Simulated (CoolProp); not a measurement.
Vapour pressure (MPa) of octamethylcyclotetrasiloxane (D4): the reference equation beside estimates from Tc = 313.4 °C, pc = 1.347 MPa, ω = 0.598. Clausius-Clapeyron is anchored at 181.65 °C with a constant enthalpy of vaporisation of 38.12 kJ/mol.

Model: reference Helmholtz-energy equation of state, Thol 2015, in CoolProp.

```tsv
T (°C)	reference	Clausius-Clapeyron	van der Waals	Redlich-Kwong	Soave-Redlich-Kwong
161.55	0.06961	0.07369	0.3592	0.1874	0.06975
171.65	0.09122	0.09363	0.4015	0.2238	0.09154
181.65	0.1174	0.1174	0.4464	0.2643	0.1181
191.65	0.1492	0.1459	0.4944	0.3097	0.1503
201.75	0.1875	0.1799	0.5460	0.3608	0.1895
211.75	0.2326	0.2196	0.6003	0.4168	0.2356
221.75	0.2855	0.2658	0.6580	0.4784	0.2899
231.85	0.3479	0.3199	0.7195	0.5467	0.3541
```

Absolute difference from the reference over all 8 rows, mean and median: Clausius-Clapeyron 4.4 and 4.8 %, van der Waals 231.8 and 211.3 %, Redlich-Kwong 105.4 and 100.0 %, Soave-Redlich-Kwong 0.9 and 0.9 %.
